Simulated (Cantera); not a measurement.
A closed system holds: 1 mol Al, 9.6 mol HCl, 4.8 mol N₂.

These are equilibrium values from Cantera (NASA tables, ideal gas, pure condensed phases), not measurements of a reactor. Candidate condensed phases: Al, AlCl₃, AlN, NH₄Cl; 20 gas species. The tables' values for AlCl₂ are old estimates. Kinetics and transport are ignored.

Stable condensed phases, one row left out:

```
T in °C \ P in Pa
              1    3.2     10     32    100    320   1000   3200  10000  32000 100000
   1227       A      A      A      A      A      A      A      A      A      A      A
   1127       A      A      A      A      A      A      A      A      A      A      A
   1027       A      A      A      A      A      A      A      A      A      A      A
    927       A      A      A      A      A      A      A      A      A      A      A
    827       A      A      A      A      A      A      A      A      A      A      A
    727       A      A      A      A      A      A      A      A      A      A      A
    627       A      A      A      A      A      A      A      A      A      A      A
    527       A      A      A      A      A      A      A      A      A      A      A
    427       A      A      A      A      A      A      A      A      A      A      A
    327       A      A      A      A      A      A      A      A      A      A      A
    127       A      A      A      A      A      A      B      B      B      B      C
```

A: gas only; B: NH₄Cl; C: AlCl₃ + NH₄Cl.

Task: Give the row for 227 °C.

Result: 1: gas only; 3.2: gas only; 10: gas only; 32: gas only; 100: gas only; 320: gas only; 1000: gas only; 3200: gas only; 10000: gas only; 32000: gas only; 100000: NH₄Cl.
